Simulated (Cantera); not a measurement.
An adiabatic, constant-volume homogeneous reactor starts with CH4 : O2 : N2 = 1 : 1.67 : 6.27 (molar parts), equivalence ratio 1.2, at 1750 K and 0.642 atm.

Cantera simulation using GRI-Mech 3.0 (53 species, 325 reactions); the numbers are that mechanism's predictions, not measurements.

Task: Predict: time of steepest temperature rise; temperature at 3.00 s; equilibrium temperature; x(O2) at 3.00 s; x(CO2) at 3.00 s; x(CO) at 3.00 s; x(HCO) at 3.00 s; x(H2O) at 3.00 s.

Result: 
| Property | Result |
|---|---|
| time of steepest temperature rise | 0.220 ms |
| temperature at 3.00 s | 2951 K |
| equilibrium temperature | 2951 K |
| x(O2) at 3.00 s | 0.0126 (gas-phase equilibrium 0.0126) |
| x(CO2) at 3.00 s | 0.0314 (gas-phase equilibrium 0.0314) |
| x(CO) at 3.00 s | 0.0708 (gas-phase equilibrium 0.0708) |
| x(HCO) at 3.00 s | 1.75e-7 (gas-phase equilibrium 1.75e-7) |
| x(H2O) at 3.00 s | 0.136 (gas-phase equilibrium 0.136) |
